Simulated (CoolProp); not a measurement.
Vapour-liquid equilibrium of methanol (1) + toluene (2) at 0.396 MPa; x and y are mole fractions of (1).

Values from CoolProp's multi-fluid Helmholtz-energy mixture model, de Reuck 1993 and Lemmon 2006; pair parameters Bell 2016.

### Question
Give the bubble temperature and the first vapour's composition at x = 0.35, 0.5, 0.65. Is there an azeotrope?

### Answer
x = 0.35: 110.5 °C, y = 0.763; x = 0.5: 108.5 °C, y = 0.786; x = 0.65: 106.8 °C, y = 0.816. No azeotrope shows between x = 0.05 and 0.95.

Pair parameters are fitted to limited data, so mixtures are less certain than the pure fluids. With so large a gap from Raoult's law the liquid may split in two, which this calculation doesn't test in full.
